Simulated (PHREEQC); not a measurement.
Ca(OH)2 is added in steps, without added water, to 1 kg of water holding 0.0033 mol SrCl2, 0.12 mol Na2SO4 and 0.00042 mol NaCl, at 25 °C. Oxygen is held at 0.21 atm. No CO2 enters from the air. Only these solids could form: Gypsum, Celestite, Halite.

Base run: PHREEQC, ion-association model, phreeqc.dat. Each further column changes one thing. The table gives pH.

```tsv
Ca(OH)2 added (mol)	base	all activity coefficients set to 1	database pitzer.dat	metal-ligand complexes left out	Davies equation for every ion
0	7.23	7.42	7.25	7.25	7.27
0.0003125	10.62	10.79	10.62	10.61	10.66
0.000625	10.92	11.09	10.92	10.91	10.96
0.0009375	11.10	11.27	11.09	11.09	11.13
0.00125	11.22	11.39	11.22	11.21	11.26
0.001563	11.32	11.49	11.31	11.31	11.36
0.001875	11.40	11.57	11.39	11.39	11.43
0.002188	11.46	11.64	11.46	11.45	11.50
0.0025	11.52	11.69	11.52	11.51	11.56
```

 pitzer.dat has no redox and few complexes: it carries them in its interaction parameters. Solids allowed in the column 'database pitzer.dat': Celestite, Glauberite, Gypsum, Anhydrite, Halite, Mirabilite, Portlandite, Thenardite.
